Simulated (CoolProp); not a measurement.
Vapour-liquid equilibrium of benzene (1) + cyclohexane (2) at 413.2 K; x and y are mole fractions of (1).

Values from CoolProp's multi-fluid Helmholtz-energy mixture model, Thol 2012 and Zhou 2014; pair parameters Bell 2016.

```
x      bubble pressure (MPa)  y at the bubble point  dew pressure at overall composition x (MPa)  liquid density (mol/L)
-----  ---------------------  ---------------------  -------------------------------------------  ----------------------
0.05                  0.4587                  0.064                                       0.4570                   7.852
0.125                 0.4692                  0.153                                       0.4660                   7.951
0.2                   0.4781                  0.234                                       0.4745                   8.054
0.275                 0.4854                  0.309                                       0.4822                   8.161
0.35                  0.4912                  0.381                                       0.4888                   8.273
0.425                 0.4955                  0.448                                       0.4941                   8.391
0.5                   0.4983                  0.514                                       0.4978                   8.514
0.575                 0.4996                  0.579                                       0.4996                   8.643
0.65                  0.4994                  0.644                                       0.4993                   8.778
0.725                 0.4976                  0.710                                       0.4969                   8.920
0.8                   0.4939                  0.780                                       0.4926                   9.069
0.875                 0.4882                  0.855                                       0.4864                   9.225
0.95                  0.4800                  0.939                                       0.4788                   9.388
```

y crosses x between x = 0.575 and 0.65: the model has an azeotrope there.

Pair parameters are fitted to limited data, so mixtures are less certain than the pure fluids.
